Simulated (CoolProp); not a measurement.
A Linde-Hampson liquefier for oxygen: isothermal reversible compression at 290 K from 1 atm to 15 MPa, throttling to 1 atm, return gas leaving the recuperator 2 K below the feed. Each further row changes one setting.

Computed with CoolProp (reference Helmholtz-energy equation of state, Schmidt 1985).

```json
[
 {"case": "as stated", "liquid yield per pass": "0.087", "compression work (kJ/kg of gas)": "370"},
 {"case": "high pressure 30 MPa", "liquid yield per pass": "(withheld)", "compression work (kJ/kg of gas)": "(withheld)"},
 {"case": "warm-end temperature 320 K", "liquid yield per pass": "(withheld)", "compression work (kJ/kg of gas)": "411"},
 {"case": "warm-end gap 7 K", "liquid yield per pass": "(withheld)", "compression work (kJ/kg of gas)": "370"}
]
```

Fill in the missing entries.


- high pressure 30 MPa, liquid yield per pass: 0.147
- high pressure 30 MPa, compression work (kJ/kg of gas): 419
- warm-end temperature 320 K, liquid yield per pass: 0.065
- warm-end gap 7 K, liquid yield per pass: 0.077

Above 300 K oxygen's equation is extrapolated.
